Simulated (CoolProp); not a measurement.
Computed with CoolProp (reference Helmholtz-energy equation of state, Akasaka 2020).

Give the vapour pressure (MPa), liquid density (kg/m³), enthalpy of vaporisation (kJ/kg), liquid cp (kJ/(kg K)) of saturated R1123 at 257.1, 273.9, 279.5 K.


```tsv
T (K)	p (MPa)	liquid density (kg/m³)	enthalpy of vaporisation (kJ/kg)	liquid cp (kJ/(kg K))
257.1	0.657	1190	189	1.40
273.9	1.11	1120	171	1.49
279.5	1.30	1090	164	1.53
```
